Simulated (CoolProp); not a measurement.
Aqueous sodium chloride as a coolant, 20 % by mass, freezing at -16.5 °C, 1 atm.

Model: Melinder's fits for secondary coolants, in CoolProp.

```csv
T (°C),density (kg/m³),conductivity (W/(m K)),viscosity (mPa s),cp (kJ/(kg K))
-11.3,1161,0.531,4.03,3.361
-7.1,1160,0.537,3.44,?
-2.9,1158,0.543,2.97,3.378
1.3,1156,0.550,2.58,3.386
5.5,1154,0.556,2.27,3.392
9.7,?,0.562,2.00,3.398
13.9,1151,0.569,1.78,3.404
18.2,1149,0.575,1.60,3.409
22.4,1147,0.582,1.45,3.413
26.6,1145,?,1.32,3.416
30.8,1143,0.595,1.22,3.419
35,1140,?,1.13,3.422
```

Problem. Complete the blanks.

Solution. 
- -7.1, cp (kJ/(kg K)): 3.370
- 9.7, density (kg/m³): 1152
- 26.6, conductivity (W/(m K)): 0.588
- 35, conductivity (W/(m K)): 0.601
